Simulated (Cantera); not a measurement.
Charge: 1 mol SiCl₄, 2.5 mol H₂, equilibrated at 723 K and 750 Torr.

Cantera equilibrium calculation (NASA polynomials, part measured and part estimated; ideal gas, pure solids and liquids). Candidate condensed phases: Si; 19 gas species. Equilibrium is a limit: real reactors are often held back by kinetics, nucleation or transport.

Base state: H₂ 0.707, SiCl₄ 0.278, HCl 0.00768, SiHCl₃ 0.00765, SiH₂Cl₂ 1.46e-5 (mole fractions); condensed: gas only.

Q: What changes in the equilibrium state with this change: temperature from 723 K to 925 K?

A: 
```csv
species,before,after
H₂,0.707,0.688
SiCl₄,0.278,0.260
HCl,0.00768,0.0258
SiHCl₃,0.00765,0.0252
SiCl₃,1.13e-6,0.000186
SiH₂Cl₂,1.46e-5,0.000239
```
The tables' values for SiCl₃ are old estimates; treat these amounts as uncertain.
